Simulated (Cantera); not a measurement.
A Cantera script and its output.

```python
import numpy as np
import cantera as ct

gas = ct.Solution("gri30.yaml")
gas.TPX = 1123, 1000000, {'H2': 1, 'O2': 0.694, 'N2': 1.74, 'NO': 0.0055}
reactor = ct.IdealGasReactor(gas, energy="on", clone=False)
net = ct.ReactorNet([reactor])
net.rtol, net.atol = 1e-08, 1e-16
show = ['H2', 'O2', 'NO', 'N2', 'O', 'HO2', 'H2O']
times = np.geomspace(3e-06, 0.7, 11)

steps = ct.SolutionArray(gas, extra=["t"])
rows = []
print(f"{'t/s':>10s}{'T/K':>9s}{'P/Pa':>11s}" + "".join(f"{s:>11s}" for s in show))
for t in times:
    while net.time < t:
        t_next = net.step()
        steps.append(gas.state, t=t_next)
    rows.append([np.interp(t, steps.t, y) for y in (steps.T, steps.P, *steps(*show).X.T)])
    print(f"{t:10.3e}{rows[-1][0]:9.1f}{rows[-1][1]:11.4g}" + "".join(f"{x:11.3e}" for x in rows[-1][2:]))
rate = np.gradient(steps.T, steps.t)
print("integrator steps:", len(steps.t))
if steps.T.max() > steps.T[0] + 200:
    print(f"time of steepest temperature rise: {steps.t[rate.argmax()]:.4e} s")
gas.TPX = 1123, 1000000, {'H2': 1, 'O2': 0.694, 'N2': 1.74, 'NO': 0.0055}
gas.equilibrate("UV")
print(f"equilibrium (UV): T = {gas.T:.1f} K  " + "  ".join(f"{s} {gas[s].X[0]:.3e}" for s in show))
```

Output:

```
       t/s      T/K       P/Pa         H2         O2         NO         N2          O        HO2        H2O
 3.000e-06   1123.0      1e+06  2.907e-01  2.018e-01  1.599e-03  5.059e-01  1.413e-09  9.328e-08  1.039e-07
 1.033e-05   1123.0      1e+06  2.907e-01  2.018e-01  1.597e-03  5.059e-01  1.886e-08  1.420e-06  3.185e-06
 3.554e-05   1159.0   1.03e+06  2.875e-01  1.998e-01  1.244e-03  5.070e-01  6.377e-06  3.604e-04  3.550e-03
 1.223e-04   3130.4  2.448e+06  1.791e-02  5.093e-02  2.256e-02  5.656e-01  7.976e-03  6.967e-05  2.911e-01
 4.210e-04   3129.6  2.448e+06  1.792e-02  5.067e-02  2.318e-02  5.653e-01  7.936e-03  6.931e-05  2.912e-01
 1.449e-03   3129.6  2.448e+06  1.792e-02  5.067e-02  2.318e-02  5.653e-01  7.936e-03  6.931e-05  2.912e-01
 4.988e-03   3129.6  2.448e+06  1.792e-02  5.067e-02  2.318e-02  5.653e-01  7.936e-03  6.931e-05  2.912e-01
 1.717e-02   3129.6  2.448e+06  1.792e-02  5.067e-02  2.318e-02  5.653e-01  7.936e-03  6.931e-05  2.912e-01
 5.909e-02   3129.6  2.448e+06  1.792e-02  5.067e-02  2.318e-02  5.653e-01  7.936e-03  6.931e-05  2.912e-01
 2.034e-01   3129.6  2.448e+06  1.792e-02  5.067e-02  2.318e-02  5.653e-01  7.936e-03  6.931e-05  2.912e-01
 7.000e-01   3129.6  2.448e+06  1.792e-02  5.067e-02  2.318e-02  5.653e-01  7.936e-03  6.931e-05  2.912e-01
integrator steps: 1423
time of steepest temperature rise: 4.2755e-05 s
equilibrium (UV): T = 3129.6 K  H2 1.792e-02  O2 5.067e-02  NO 2.318e-02  N2 5.653e-01  O 7.936e-03  HO2 6.931e-05  H2O 2.912e-01
```

Model: GRI-Mech 3.0 (53 species, 325 reactions), integrated in Cantera. The hydrogen kinetics of GRI-Mech 3.0 are dated; newer H2 mechanisms differ, most at raised pressure. The mechanism lacks 2 NO + O2 → 2 NO2 and HONO, so NO2 and the effect of NO are under-described below about 1400 K. Above 3000 K some thermodynamic fits are extrapolated.
